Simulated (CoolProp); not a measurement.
Dimethyl carbonate at 386.78 K and 0.037 MPa is throttled through a valve to 0.01 MPa with no heat exchange. Each further row changes one setting.

Values from CoolProp's reference Helmholtz-energy equation of state, Zhou 2011.

```tsv
case	temperature change (K)	final density (kg/m³)
as stated	-0.5	0.281
outlet pressure 0.003 MPa	-0.6	0.0842
outlet pressure 0.013 MPa	-0.5	0.366
```
